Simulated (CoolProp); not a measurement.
A single-stage vapour-compression cycle with vinyl chloride: evaporating at 279.15 K (dew point), condensing at 338.15 K (bubble point), superheat 0 K, subcooling 8 K, compressor efficiency 0.75, no pressure losses. Each further row changes one setting.

The numbers come from the reference Helmholtz-energy equation of state, Thol 2022 in CoolProp.

```csv
case,cooling COP,pressure ratio,discharge temperature (K),refrigerating effect (kJ/kg),volumetric capacity (kJ/m³)
as stated,___,5.22,384.0,260,1580
evaporating temperature 284.15 K,___,___,378.8,263,___
condensing temperature 333.15 K,3.35,4.65,376.3,268,1630
subcooling 13 K,3.09,5.22,384.0,268,1630
superheat 10 K,2.98,5.22,___,268,___
compressor efficiency 0.65,2.60,5.22,___,260,1580
```

Q: Some entries are withheld; supply them.

A: 
- as stated, cooling COP: 3.00
- evaporating temperature 284.15 K, cooling COP: 3.40
- evaporating temperature 284.15 K, pressure ratio: 4.41
- evaporating temperature 284.15 K, volumetric capacity (kJ/m³): 1870
- superheat 10 K, discharge temperature (K): 395.1
- superheat 10 K, volumetric capacity (kJ/m³): 1570
- compressor efficiency 0.65, discharge temperature (K): 395.9
